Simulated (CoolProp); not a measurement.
Vapour-liquid equilibrium of n-hexane (1) + toluene (2) at 0.343 MPa; x and y are mole fractions of (1).

Computed with CoolProp (multi-fluid Helmholtz-energy mixture model, Thol 2019 and Lemmon 2006; pair parameters Bell 2016).

```
x     bubble temperature (°C)  y at the bubble point  dew temperature at overall composition x (°C)  liquid density (mol/L)
----  -----------------------  ---------------------  ---------------------------------------------  ----------------------
0.05                    154.8                  0.141                                          158.1                   7.830
0.15                    146.4                  0.348                                          154.4                   7.718
0.25                    139.8                  0.492                                          150.5                   7.591
0.35                    134.6                  0.600                                          146.3                   7.456
0.45                    130.2                  0.685                                          141.8                   7.316
0.55                    126.4                  0.756                                          137.0                   7.175
0.65                    123.1                  0.818                                          132.0                   7.035
0.75                    120.1                  0.874                                          126.7                   6.897
0.85                    117.3                  0.926                                          121.3                   6.763
0.95                    114.7                  0.976                                          116.0                   6.632
```

No azeotrope shows between x = 0.05 and 0.95.

The pair parameters rest on a limited set of measurements; away from them the model extrapolates.
